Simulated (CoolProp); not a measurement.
Properties of R410A along the isotherm -65.95 °C (Tc = 71.3 °C, pc = 4901 kPa, ω = 0.296).

Computed with CoolProp (reference Helmholtz-energy equation of state, Lemmon 2003). It is a pseudo-pure fit of the blend.

| p (kPa) | phase | Z | cv (kJ/(kg K)) | isothermal compressibility (1/MPa) | Prandtl number |
|---|---|---|---|---|---|
| 817 | liquid | 0.02466 | 0.8553 | 0.001404 | 3.41 |
| 1630 | liquid | 0.04914 | 0.8552 | 0.001387 | 3.42 |
| 2450 | liquid | 0.07378 | 0.8551 | 0.001370 | 3.43 |
| 3270 | liquid | 0.09836 | 0.8551 | 0.001353 | 3.44 |
| 4080 | liquid | 0.1226 | 0.8551 | 0.001338 | 3.44 |
| 4900 | liquid | 0.1471 | 0.8550 | 0.001322 | 3.45 |
| 5720 | liquid | 0.1715 | 0.8551 | 0.001307 | 3.46 |
| 6530 | liquid | 0.1956 | 0.8551 | 0.001293 | 3.47 |

Viscosity comes from a separate model (Geller 2000). Thermal conductivity comes from a separate model (Geller 2001).
